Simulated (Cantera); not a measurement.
Source: NASA polynomial tables (part measured, part estimated), evaluated in Cantera. Values are per mole of reaction as written; species without (g) are pure solids or liquids, kept so even where they would boil at 1 bar.

Ni₃S₄ + Ni = 4 NiS

```json
[
 {"T (K)": "300", "ΔH° (kJ)": "___", "ΔS° (J/K)": "___", "ΔG° (kJ)": "___", "log10 K": "___"},
 {"T (K)": "548", "ΔH° (kJ)": "-52.3", "ΔS° (J/K)": "-8.8", "ΔG° (kJ)": "-47.5", "log10 K": "4.53"},
 {"T (K)": "573", "ΔH° (kJ)": "___", "ΔS° (J/K)": "___", "ΔG° (kJ)": "___", "log10 K": "___"},
 {"T (K)": "598", "ΔH° (kJ)": "-53.3", "ΔS° (J/K)": "-10.5", "ΔG° (kJ)": "-47.0", "log10 K": "4.11"}
]
```

Question: What belongs in the gaps?

Answer: 
- 300, ΔH° (kJ): -50.4
- 300, ΔS° (J/K): -4.4
- 300, ΔG° (kJ): -49.0
- 300, log10 K: 8.54
- 573, ΔH° (kJ): -52.8
- 573, ΔS° (J/K): -9.6
- 573, ΔG° (kJ): -47.3
- 573, log10 K: 4.31
